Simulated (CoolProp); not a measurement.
Methanol at 400.25 K and 0.308 MPa is compressed adiabatically to 2.09 MPa with isentropic efficiency 0.7. Each further row changes one setting.

Model: reference Helmholtz-energy equation of state, de Reuck 1993, in CoolProp.

```csv
case,work (kJ/kg),final temperature (K),final density (kg/m³)
as stated,312,573.9,14.9
efficiency 1,219,533.9,16.3
efficiency 0.65,336,584.2,14.5
```
